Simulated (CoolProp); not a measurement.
Values from CoolProp's reference Helmholtz-energy equation of state, Aleksandrov 2011. It is a short technical equation, of lower accuracy than the large ones.

Task: Give the vapour pressure (kPa), vapour density (kg/m³), enthalpy of vaporisation (kJ/kg) of saturated n-undecane at 226.75, 240.35, 254.05 °C.

Result: 
```tsv
T (°C)	p (kPa)	vapour density (kg/m³)	enthalpy of vaporisation (kJ/kg)
226.75	205	8.67	245
240.35	270	11.4	235
254.05	351	15.0	224
```
